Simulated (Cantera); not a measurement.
An isothermal, constant-pressure homogeneous reactor starts with CH₄ : CO₂ = 1 : 2.9 (molar parts), at 1250 K and 1.80 bar.

Detailed kinetics in Cantera: GRI-Mech 3.0 (53 species, 325 reactions).

### Question
Predict: x(CH₄) at 20.0 s; x(CO₂) at 20.0 s; x(CO) at 20.0 s; x(CH₂CO) at 20.0 s; x(H₂O) at 20.0 s.

### Answer
x(CH₄) at 20.0 s: 0.237 (gas-phase equilibrium 1.67e-5)
x(CO₂) at 20.0 s: 0.726 (gas-phase equilibrium 0.191)
x(CO) at 20.0 s: 0.00733 (gas-phase equilibrium 0.470)
x(CH₂CO) at 20.0 s: 1.62e-7 (gas-phase equilibrium 6.45e-11)
x(H₂O) at 20.0 s: 0.00727 (gas-phase equilibrium 0.131)
